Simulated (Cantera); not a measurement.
**Si + N2O + H2 (thermal oxidation and active oxidation of silicon)**

Charge: 1 mol Si, 0.25 mol N2O, 230 mol H2, equilibrated at 1352 °C and 0.210 bar.

These are equilibrium values from Cantera (NASA tables, ideal gas, pure condensed phases), not measurements of a reactor. Candidate condensed phases: H2O, Si, SiO2, Si2N2O, Si3N4; 35 gas species. Mutual solubility and eutectic melting of coexisting phases are not modelled. The numbers say what is thermodynamically allowed, not how fast it happens.

The x(H2) is 0.999. The x(N2) is 0.000384 and the x(SiO) is 0.000384. The x(H) is 0.000154 and the x(SiH2) is 6.60e-6. The n(Si(s)) is 0.587 mol. The n(Si2N2O(s)) is 0.162 mol and the gas amount comes out as 230.2 mol.
